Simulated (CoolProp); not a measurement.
Vapour-liquid equilibrium of cyclohexane (1) + n-dodecane (2) at 116.25 °C; x and y are mole fractions of (1).

Computed with CoolProp (multi-fluid Helmholtz-energy mixture model, Zhou 2014 and Lemmon 2004; pair parameters Bell 2016).

Task: Give the bubble pressure and the first vapour's composition at x = 0.05, 0.35, 0.8. Is there an azeotrope?

Result: x = 0.05: 0.01421 MPa, y = 0.716; x = 0.35: 0.08243 MPa, y = 0.965; x = 0.8: 0.2061 MPa, y = 0.996. No azeotrope shows between x = 0.05 and 0.95.

Pair parameters are fitted to limited data, so mixtures are less certain than the pure fluids.
